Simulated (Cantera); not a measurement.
Input: 1 mol Fe2O3, 0.35 mol O2, 0.48 mol H2S, held at 950 °C and 100000 Pa.

Method: chemical equilibrium by Gibbs-energy minimisation in Cantera with the NASA 1993 tables (ideal gas, pure condensed phases). Candidate condensed phases: Fe, FeO, Fe(OH)2, Fe(OH)3, FeS, FeSO4, FeS2, Fe2O3, Fe2(SO4)3, Fe3O4, H2O, H2SO4, S; 22 gas species. Mutual solubility and eutectic melting of coexisting phases are not modelled. FeS: taken at fixed stoichiometry. Gases not in the tables: S3 to S7. Kinetics and transport are ignored.

Base state: H2O 0.550, SO2 0.400, S2 0.0281, H2S 0.0149, H2 0.00472, S2O 0.00233, SO 0.000245, SH 4.84e-5 (mole fractions); condensed: FeS(s) + Fe3O4(s).

### Question
What changes in the equilibrium state with this change: temperature from 950 °C to 477 °C?

### Answer
| species | before | after |
|---|---|---|
| H2O | 0.550 | 0.592 |
| SO2 | 0.400 | 0.405 |
| H2S | 0.0149 | 0.00200 |
| S2 | 0.0281 | 0.000263 |
| SH | 4.84e-5 | 3.34e-9 |
| SO | 0.000245 | 4.07e-8 |
| FeS(s), mol | 0.0792 | 0 |
| Fe3O4(s), mol | 0.640 | 0.642 |
| FeS2(s), mol | 0 | 0.0751 |

### Question
What changes in the equilibrium state with this change: temperature from 950 °C to 675 °C?

### Answer
| species | before | after |
|---|---|---|
| H2O | 0.550 | 0.559 |
| SO2 | 0.400 | 0.417 |
| H2S | 0.0149 | 0.0124 |
| S2 | 0.0281 | 0.00940 |
| SH | 4.84e-5 | 1.11e-6 |
| SO | 0.000245 | 5.96e-6 |
| FeS(s), mol | 0.0792 | 0.102 |
| Fe3O4(s), mol | 0.640 | 0.633 |

### Question
What changes in the equilibrium state with this change: H2S from 0.48 to 0.21 mol?

### Answer
```tsv
species	before	after
H2O	0.550	0.467
SO2	0.400	0.443
O2	<1e-9	0.0657
S2	0.0281	<1e-9
H2S	0.0149	<1e-9
SO3	2.03e-7	0.0243
S2O	0.00233	<1e-9
H2	0.00472	3.70e-8
SO	0.000245	2.51e-9
FeS(s), mol	0.0792	0
Fe3O4(s), mol	0.640	0
Fe2O3(s), mol	0	1.00
```
